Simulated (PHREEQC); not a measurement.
A made-up water analysis in mg/L, 25 °C, pH 3.4, pe 9.1: Na 994; K 0.798; Ca 251; Mg 113; Cl 121; S(6) as SO4 2850; Pb 48.6; Li 10.2.

Na is adjusted to close the charge balance.
Valence states are taken as typed.

Equilibrium calculation in PHREEQC: ion-association model, wateq4f.dat.

Precipitation was switched off in this run.

Question: Estimate the ionic strength.

Answer: ionic strength 0.0795 mol/kgw.

Question: In which forms is Mg present?

Answer: Mg+2 53 %, MgSO4 47 % of the Mg.

Examples of supersaturated solids here: Anglesite. Others may be too.
